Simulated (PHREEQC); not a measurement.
1 kg of water holding 0.58 mol/kgw MgCl2, 0.47 mol/kgw KCl and 0.0069 mol/kgw CaCl2 is evaporated at 25 °C; the solids stay in contact with the brine. No CO2 enters from the air. Solids allowed: Bischofite, Brucite, Carnallite, Portlandite, Sylvite, MgCl2_4H2O. Others were left out.

The series has 14 steps of water left (kg), from 1 to 0.02839.

Model: Pitzer model, pitzer.dat, run in PHREEQC.

**Question.** Which solids form, in which order, and at which step of the series does each first stand?

**Answer.** Sylvite from water left = 0.2533 kg, last present at water left = 0.05886 kg; Carnallite from water left = 0.09701 kg.

Species that the database lacks are ignored.
